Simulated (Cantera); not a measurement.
Feed: 1 mol B2O3, 2.3 mol N2, a varied amount of H2, equilibrated at 13.3 mbar.

Points: T (K) = 850, 900, 950, 1000, 1050, 1100, 1150, 1200, 1250, 1300, 1350, 1400; n(H2) (mol) = 3.7, 6.6, 12, 20, 36, 63, 110, 190.

Cantera's Mixture.equilibrate('TP', solver="vcs", rtol=1e-11, max_steps=5000) on the NASA tables stopped like this:

```
ERROR: FAILURE its = 5001!

*******************************************************************************
CanteraError thrown by MultiPhase::equilibrate:
VCS solver failed. Return code: -1
*******************************************************************************
```

### Question
What got this run through?

### Answer
Several could match; the one computed here: The failure is numerical, not chemical. The same input converged with solver="gibbs", rtol=1e-10, max_steps=50000, and the result passed a check of the equilibrium conditions:
```
    850        3.7  BN(s) + B2O3(L)
    850        6.6  BN(s) + B2O3(L)
    850         12  BN(s) + B2O3(L)
    850         20  BN(s) + B2O3(L)
    850         36  BN(s) + B2O3(L)
    850         63  BN(s) + B2O3(L)
    850        110  BN(s) + B2O3(L)
    850        190  BN(s) + B2O3(L)
    900        3.7  BN(s) + B2O3(L)
    900        6.6  BN(s) + B2O3(L)
    900         12  BN(s) + B2O3(L)
    900         20  BN(s) + B2O3(L)
    900         36  BN(s) + B2O3(L)
    900         63  BN(s) + B2O3(L)
    900        110  BN(s) + B2O3(L)
    900        190  BN(s) + B2O3(L)
    950        3.7  BN(s) + B2O3(L)
    950        6.6  BN(s) + B2O3(L)
    950         12  BN(s) + B2O3(L)
    950         20  BN(s) + B2O3(L)
    950         36  BN(s) + B2O3(L)
    950         63  BN(s) + B2O3(L)
    950        110  BN(s) + B2O3(L)
    950        190  BN(s) + B2O3(L)
   1000        3.7  BN(s) + B2O3(L)
   1000        6.6  BN(s) + B2O3(L)
   1000         12  BN(s) + B2O3(L)
   1000         20  BN(s) + B2O3(L)
   1000         36  BN(s) + B2O3(L)
   1000         63  BN(s) + B2O3(L)
   1000        110  BN(s) + B2O3(L)
   1000        190  BN(s) + B2O3(L)
   1050        3.7  BN(s) + B2O3(L)
   1050        6.6  BN(s) + B2O3(L)
   1050         12  BN(s) + B2O3(L)
   1050         20  BN(s) + B2O3(L)
   1050         36  BN(s) + B2O3(L)
   1050         63  BN(s) + B2O3(L)
   1050        110  BN(s) + B2O3(L)
   1050        190  BN(s) + B2O3(L)
   1100        3.7  BN(s) + B2O3(L)
   1100        6.6  BN(s) + B2O3(L)
   1100         12  BN(s) + B2O3(L)
   1100         20  BN(s) + B2O3(L)
   1100         36  BN(s) + B2O3(L)
   1100         63  BN(s) + B2O3(L)
   1100        110  BN(s) + B2O3(L)
   1100        190  BN(s) + B2O3(L)
   1150        3.7  BN(s) + B2O3(L)
   1150        6.6  BN(s) + B2O3(L)
   1150         12  BN(s) + B2O3(L)
   1150         20  BN(s) + B2O3(L)
   1150         36  BN(s) + B2O3(L)
   1150         63  BN(s) + B2O3(L)
   1150        110  BN(s) + B2O3(L)
   1150        190  BN(s) + B2O3(L)
   1200        3.7  BN(s) + B2O3(L)
   1200        6.6  BN(s) + B2O3(L)
   1200         12  BN(s) + B2O3(L)
   1200         20  BN(s) + B2O3(L)
   1200         36  BN(s) + B2O3(L)
   1200         63  BN(s) + B2O3(L)
   1200        110  BN(s) + B2O3(L)
   1200        190  BN(s) + B2O3(L)
   1250        3.7  BN(s) + B2O3(L)
   1250        6.6  BN(s) + B2O3(L)
   1250         12  BN(s) + B2O3(L)
   1250         20  BN(s) + B2O3(L)
   1250         36  BN(s) + B2O3(L)
   1250         63  BN(s) + B2O3(L)
   1250        110  BN(s) + B2O3(L)
   1250        190  BN(s) + B2O3(L)
   1300        3.7  BN(s) + B2O3(L)
   1300        6.6  BN(s) + B2O3(L)
   1300         12  BN(s) + B2O3(L)
   1300         20  BN(s) + B2O3(L)
   1300         36  BN(s) + B2O3(L)
   1300         63  BN(s) + B2O3(L)
   1300        110  BN(s) + B2O3(L)
   1300        190  BN(s) + B2O3(L)
   1350        3.7  BN(s) + B2O3(L)
   1350        6.6  BN(s) + B2O3(L)
   1350         12  BN(s) + B2O3(L)
   1350         20  BN(s) + B2O3(L)
   1350         36  BN(s) + B2O3(L)
   1350         63  BN(s) + B2O3(L)
   1350        110  BN(s) + B2O3(L)
   1350        190  BN(s) + B2O3(L)
   1400        3.7  BN(s) + B2O3(L)
   1400        6.6  BN(s) + B2O3(L)
   1400         12  BN(s) + B2O3(L)
   1400         20  BN(s) + B2O3(L)
   1400         36  BN(s) + B2O3(L)
   1400         63  BN(s) + B2O3(L)
   1400        110  BN(s) + B2O3(L)
   1400        190  BN(s) + B2O3(L)
```

The gas is ideal and each condensed phase is pure. N2 is the only nitrogen source here; it is nearly inert below about 1500 K, so the nitride shown seldom forms there in practice. Mutual solubility and eutectic melting of coexisting phases are not modelled.
